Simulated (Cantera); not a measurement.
## Gas-phase reforming

An isothermal, constant-pressure homogeneous reactor starts with 15.6 % CH4, 84.4 % CO2, at 2150 K and 3750 Torr.

Model: GRI-Mech 3.0 (53 species, 325 reactions), integrated in Cantera.

```
t (s)        x CH4  x CO2      x OH    x H2    x HCO       x H
--------  --------  -----  --------  ------  -------  --------
0.000100   0.00750  0.521  0.000195  0.0366  1.18e-6  0.000270
0.000516   0.00139  0.381  0.000212  0.0388  4.50e-7  0.000335
0.00266    1.57e-6  0.333  0.000210  0.0478  2.27e-7  0.000410
0.0137    1.12e-10  0.333  0.000213  0.0478  2.30e-7  0.000415
0.0707    1.12e-10  0.333  0.000213  0.0478  2.30e-7  0.000415
0.365     1.12e-10  0.333  0.000213  0.0478  2.30e-7  0.000415
1.88      1.12e-10  0.333  0.000213  0.0478  2.30e-7  0.000415
9.70      1.12e-10  0.333  0.000213  0.0478  2.30e-7  0.000415
50.0      1.12e-10  0.333  0.000213  0.0478  2.30e-7  0.000415
```
x: mole fraction; the columns are a selection and need not sum to one.

Equilibrium at this temperature and pressure: CH4 1.19e-10, CO2 0.333, OH 0.000213, H2 0.0478, HCO 2.30e-7, H 0.000415 (gas phase only).
